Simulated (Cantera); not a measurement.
A perfectly stirred reactor is fed with NO : N2 = 1 : 3.7 (molar parts), at 0.230 bar; it is held at 1725 K, and followed from long to short residence time.

Cantera simulation using GRI-Mech 3.0 (53 species, 325 reactions); the numbers are that mechanism's predictions, not measurements.

Task: Predict: x(NO) at τ = 13.0 s; x(N2) at τ = 13.0 s; x(O2) at τ = 13.0 s; x(NO2) at τ = 13.0 s; x(N2O) at τ = 13.0 s; x(NO) at τ = 0.210 s; x(N2) at τ = 0.210 s; x(O2) at τ = 0.210 s; x(NO2) at τ = 0.210 s; x(N2O) at τ = 0.210 s.

Result: 
* **x(NO) at τ = 13.0 s**: 0.184
* **x(N2) at τ = 13.0 s**: 0.802
* **x(O2) at τ = 13.0 s**: 0.0142
* **x(NO2) at τ = 13.0 s**: 7.06e-5
* **x(N2O) at τ = 13.0 s**: 1.28e-5
* **x(NO) at τ = 0.210 s**: 0.212
* **x(N2) at τ = 0.210 s**: 0.788
* **x(O2) at τ = 0.210 s**: 0.000243
* **x(NO2) at τ = 0.210 s**: 2.88e-5
* **x(N2O) at τ = 0.210 s**: 1.63e-5
